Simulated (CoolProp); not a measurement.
Saturation properties of cis-2-butene (Tc = 162.6 °C, pc = 4236 kPa, ω = 0.202).

Values from CoolProp's reference Helmholtz-energy equation of state, Lemmon 2005. It is a short technical equation, of lower accuracy than the large ones.

| T (°C) | p (kPa) | liquid density (kg/m³) | liquid cp (kJ/(kg K)) |
|---|---|---|---|
| 9.85 | 127.3 | 633.1 | 2.182 |
| 17.65 | 167.5 | 624.1 | 2.213 |
| 25.35 | 216.1 | 615.0 | 2.247 |
| 33.15 | 275.7 | 605.6 | 2.283 |
| 40.95 | 347.0 | 596.0 | 2.323 |
| 48.65 | 430.2 | 586.1 | 2.365 |
| 56.45 | 528.9 | 575.9 | 2.411 |
| 64.15 | 642.0 | 565.4 | 2.461 |
| 71.95 | 774.0 | 554.4 | 2.516 |
| 79.65 | 923.0 | 543.1 | 2.577 |
| 87.45 | 1094 | 531.0 | 2.646 |
| 95.15 | 1286 | 518.5 | 2.724 |
| 102.95 | 1503 | 505.0 | 2.816 |
| 110.75 | 1747 | 490.6 | 2.928 |

It boils at 3.7 °C under 1 atm.
